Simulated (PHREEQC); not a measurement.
# Metal-bearing waste water: speciation

Dissolve 1.1 mmol/kgw Pb(NO3)2, 43.2 mmol/kgw H3AsO4, 3.1 mmol/kgw NaH2PO4 and 19 mmol/kgw NaCl at 25 °C. Closed to the air; pH follows from the charge balance.

Equilibrium calculation in PHREEQC: ion-association model, wateq4f.dat.

This is a speciation only: nothing precipitates in the calculation.

Task: Predict the pH, ionic strength.

Result: pH 1.94; ionic strength 0.0379 mol/kgw.

Task: In which forms is P present?

Result: H3PO4 58 %, H2PO4- 42 % of the P.

Examples of supersaturated solids here: Clpyromorphite. Others may be too. Complexes and solids missing from the database can't appear. H3PO4, which wateq4f.dat lacks, is added to it with the constant of phreeqc.dat. The database has no phosphate complexes of Pb. The database has no arsenate complexes of Pb.
